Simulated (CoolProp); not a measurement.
Properties of vinyl chloride along the isotherm 430 K (Tc = 425.0 K, pc = 5.600 MPa, ω = 0.160).

Computed with CoolProp (reference Helmholtz-energy equation of state, Thol 2022).

| p (MPa) | phase | speed of sound (m/s) | isothermal compressibility (1/MPa) |
|---|---|---|---|
| 0.933 | gas | 245.0 | 1.136 |
| 1.87 | gas | 233.4 | 0.6119 |
| 2.8 | gas | 220.3 | 0.4533 |
| 3.73 | gas | 205.4 | 0.3964 |
| 4.67 | gas | (withheld) | 0.4107 |
| 5.6 | gas | (withheld) | (withheld) |
| 6.53 | supercritical | (withheld) | 0.2193 |
| 7.47 | supercritical | (withheld) | (withheld) |
| 8.4 | supercritical | 302.3 | (withheld) |

Problem. What belongs in the gaps?

Solution. 
- 4.67, speed of sound (m/s): 188.1
- 5.6, speed of sound (m/s): 167.9
- 5.6, isothermal compressibility (1/MPa): 0.6503
- 6.53, speed of sound (m/s): 206.2
- 7.47, speed of sound (m/s): 264.1
- 7.47, isothermal compressibility (1/MPa): 0.07294
- 8.4, isothermal compressibility (1/MPa): 0.04489
